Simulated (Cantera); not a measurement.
A closed system holds: 1 mol SiH2Cl2, 1.4 mol N2, 35 mol H2, held at 0.0320 bar.

Cantera equilibrium calculation (NASA polynomials, part measured and part estimated; ideal gas, pure solids and liquids). Candidate condensed phases: NH4Cl, Si, Si3N4; 28 gas species. The tables' values for SiCl3, SiCl are old estimates; treat these amounts as uncertain. Gases not in the tables: Si2H6 and higher silanes. Kinetics and transport are ignored. All values below are at 1698 K.

Base state: H2 0.917, HCl 0.0396, N2 0.0364, SiCl2 0.00615, H 0.000774, SiCl3 3.70e-5, Cl 2.60e-5, SiCl 2.49e-5 (mole fractions); condensed: Si(l).

Q: What changes in the equilibrium state with this change: N2 from 1.4 to 4.6 mol?

A: 
```tsv
species	before	after
H2	0.917	0.856
N2	0.0364	0.0986
HCl	0.0396	0.0403
SiCl2	0.00615	0.00415
SiH2	1.28e-5	7.30e-6
Si	2.05e-5	1.25e-5
SiCl	2.49e-5	1.60e-5
Si(l), mol	0.760	0
Si3N4(s), mol	0	0.276
```
